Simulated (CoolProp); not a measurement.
Oxygen at 464.67 K and 0.504 MPa is compressed adiabatically to 2.99 MPa with isentropic efficiency 0.75. Each further row changes one setting.

Values from CoolProp's reference Helmholtz-energy equation of state, Schmidt 1985.

```csv
case,work (kJ/kg),final temperature (K),final density (kg/m³)
as stated,(withheld),(withheld),(withheld)
efficiency 1,(withheld),(withheld),(withheld)
efficiency 0.65,(withheld),(withheld),13.0
```

Some entries are withheld; supply them.


- as stated, work (kJ/kg): 367
- as stated, final temperature (K): 826.0
- as stated, final density (kg/m³): 13.8
- efficiency 1, work (kJ/kg): 275
- efficiency 1, final temperature (K): 739.0
- efficiency 1, final density (kg/m³): 15.4
- efficiency 0.65, work (kJ/kg): 424
- efficiency 0.65, final temperature (K): 878.9

Above 300 K oxygen's equation is extrapolated.
